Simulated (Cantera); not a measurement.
Feed: 1 mol Nb₂O₅, 2500 mol H₂, 0.056 mol H₂O, at 1727 °C and 1 atm.

Equilibrium computed with Cantera from the NASA thermochemical tables; the gas is ideal and each condensed phase is pure. Candidate condensed phases: H₂O, Nb, NbO, NbO₂, Nb₂O₅; 12 gas species. Mutual solubility and eutectic melting of coexisting phases are not modelled. NbO: taken at fixed stoichiometry. Condensed phases not in the tables: N, O or C dissolved in the metal. Kinetics and transport are ignored.

Base state: H₂ 0.997, H 0.00161, H₂O 0.00150 (mole fractions); condensed: Nb(s) + NbO(s).

Task: What changes in the equilibrium state with this change: Nb₂O₅ replaced by Ta₂O₅?

Result: 
| species | before | after |
|---|---|---|
| H₂ | 0.997 | 0.997 |
| H₂O | 0.00150 | 0.00182 |
| H | 0.00161 | 0.00161 |
| Nb(s), mol | 0.703 | 0 |
| NbO(s), mol | 1.30 | 0 |
| Ta(s), mol | 0 | 1.80 |
| Ta₂O₅(s), mol | 0 | 0.0969 |
Further candidate phases: Ta, Ta₂O₅.

Task: What changes in the equilibrium state with this change: temperature from 1727 °C to 1577 °C?

Result: 
```
species       before     after
-----------  -------  --------
H₂             0.997     0.998
H₂O          0.00150   0.00122
H            0.00161  0.000535
Nb(s), mol     0.703         0
NbO(s), mol     1.30      2.00
```
